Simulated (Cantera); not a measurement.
A perfectly stirred reactor is fed with NO : N2 = 1 : 1.8 (molar parts), at 750 Torr; it is held at 2025 K, and followed from long to short residence time.

Computed with Cantera and GRI-Mech 3.0 (53 species, 325 reactions).

| quantity | before | after |
|---|---|---|
| x(NO) at τ = 8.90 s | 0.0434 | 0.103 |
| x(O) at τ = 8.90 s | 0.000323 | 0.000108 |
| x(NO2) at τ = 8.90 s | 6.20e-5 | 0.000165 |
| x(N2O) at τ = 8.90 s | 1.21e-6 | 4.73e-6 |
| x(O2) at τ = 8.90 s | 0.157 | 0.127 |
| x(NO) at τ = 0.290 s | 0.258 | 0.318 |
| x(O) at τ = 0.290 s | 0.000191 | 4.74e-5 |
| x(NO2) at τ = 0.290 s | 0.000214 | 0.000217 |
| x(N2O) at τ = 0.290 s | 3.08e-5 | 4.46e-5 |
| x(O2) at τ = 0.290 s | 0.0493 | 0.0194 |

**Question.** Which change was made?
A. pressure from 750 Torr to 20.3 Torr
B. temperature 2025 to 1600 K
C. pressure from 750 Torr to 413 Torr
D. temperature 2025 to 1900 K

**Answer.** D, temperature 2025 to 1900 K
